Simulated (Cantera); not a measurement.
Equilibrium for calcination and drying: Ca(OH)₂ + CO₂ + H₂

Input: 1 mol Ca(OH)₂, 0.97 mol CO₂, 1 mol H₂, equilibrated at 1.33 mbar.

These are equilibrium values from Cantera (NASA tables, ideal gas, pure condensed phases), not measurements of a reactor. Candidate condensed phases: C, C₆H₆, C₇H₈, C₈H₁₈, Ca, CaCO₃, CaO, Ca(OH)₂, H₂O; 115 gas species. The numbers say what is thermodynamically allowed, not how fast it happens.

```csv
T (°C),log p H₂O,log p CO,log p H₂,log p CO₂,log p H,log p OH,log p O₂,log p O,n CaO(s)
1275,-3.18,-3.67,-3.63,-3.66,-6.33,-7.35,-10.00,-10.12,1.000
1350,-3.17,-3.65,-3.65,-3.67,-5.98,-6.89,-9.18,-9.31,1.000
1425,-3.17,-3.64,-3.66,-3.68,-5.67,-6.47,-8.43,-8.58,1.000
1500,-3.17,-3.63,-3.67,-3.70,-5.38,-6.08,-7.75,-7.90,1.000
1575,-3.17,-3.62,-3.68,-3.71,-5.12,-5.73,-7.12,-7.28,1.000
1650,-3.17,-3.62,-3.70,-3.72,-4.87,-5.41,-6.54,-6.71,1.000
1725,-3.17,-3.61,-3.71,-3.73,-4.65,-5.11,-6.01,-6.19,1.000
1800,-3.18,-3.61,-3.72,-3.75,-4.44,-4.84,-5.53,-5.70,0.999
```
log p: log10 of the partial pressure in bar; n: condensed amount in mol.

From 1275 °C to 1800 °C the condensed part is CaO(s). The main Ca-bearing gas is Ca(OH)₂ at 1275 °C and CaOH at 1800 °C.
